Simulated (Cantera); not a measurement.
Mixture: 14.4 % CH3OH, 18.0 % O2, 67.6 % N2, equivalence ratio 1.2, at 500000 Pa, adiabatic and at constant pressure. Ignition delay is the time to a rise of 400 K.

Computed with Cantera and GRI-Mech 3.0 (53 species, 325 reactions). GRI-Mech 3.0 was tuned for natural gas; its chemistry of methanol as a main component is partial and can be far from experiment.

Task: Predict: delay at 1250 K; delay at 1325 K; delay at 1400 K; delay at 1475 K; delay at 1550 K; apparent activation energy between 1400 and 1550 K.

Result: 
* **delay at 1250 K**: 1.07 ms
* **delay at 1325 K**: 0.368 ms
* **delay at 1400 K**: 0.145 ms
* **delay at 1475 K**: 64.7 µs
* **delay at 1550 K**: 32.1 µs
* **apparent activation energy between 1400 and 1550 K**: 180 kJ/mol
